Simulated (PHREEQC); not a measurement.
A column of 0.5 m (30 cells, dispersivity 0.025 m, 3600 s a shift, diffusion coefficient 3e-10 m²/s) holds 0.008 eq of the database's cation exchanger X per kg of pore water, first in equilibrium with 30 mmol/kgw ZnSO4, 3.6 mmol/kgw KCl and 0.01 mmol/kgw HCl. It is flushed with 0.0017 mol MgCl2, 0.014 mol KCl and 1e-05 mol HCl per kg of water, at 25 °C. Values are for the last cell. The system is closed to CO2. Precipitation was switched off in this run.

Computed with PHREEQC (ion-association model, phreeqc.dat).

Q: Predict Mg in solution (mol/kgw), S in solution (mol/kgw), Zn in solution (mol/kgw), K in solution (mol/kgw) at pore volumes = 1.417, 1.617, 2.717.

A: 
| pore volumes | Mg in solution (mol/kgw) | S in solution (mol/kgw) | Zn in solution (mol/kgw) | K in solution (mol/kgw) |
|---|---|---|---|---|
| 1.417 | 0.000675 | 0.00304 | 0.00532 | 0.0101 |
| 1.617 | 0.000733 | 0.00133 | 0.00345 | 0.0111 |
| 2.717 | 0.00124 | 7.84e-6 | 0.000716 | 0.0135 |
